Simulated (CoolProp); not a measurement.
Vapour-liquid equilibrium of R22 (1) + dimethyl ether (2) at 297.4 K; x and y are mole fractions of (1).

Values from CoolProp's multi-fluid Helmholtz-energy mixture model, Kamei 1995 and Wu 2011; pair parameters Bell 2016.

| x | bubble pressure, mixture model (bar) | bubble pressure, Raoult's law (bar) | y, mixture model | y, Raoult's law |
|---|---|---|---|---|
| 0.05 | 5.717 | 5.998 | 0.042 | 0.085 |
| 0.15 | 5.627 | 6.444 | 0.139 | 0.238 |
| 0.25 | 5.598 | 6.889 | 0.253 | 0.371 |
| 0.35 | 5.667 | 7.334 | 0.384 | 0.488 |
| 0.45 | 5.876 | 7.780 | 0.525 | 0.592 |
| 0.55 | 6.267 | 8.225 | 0.663 | 0.684 |
| 0.65 | 6.870 | 8.671 | 0.784 | 0.767 |
| 0.75 | 7.685 | 9.116 | 0.879 | 0.842 |
| 0.85 | 8.667 | 9.561 | 0.945 | 0.909 |
| 0.95 | 9.719 | 10.01 | 0.987 | 0.971 |

The largest gap from Raoult's law is -24.5 % in bubble pressure, at x = 0.45. y crosses x between x = 0.15 and 0.25: the model has an azeotrope there.

Pair parameters are fitted to limited data, so mixtures are less certain than the pure fluids.
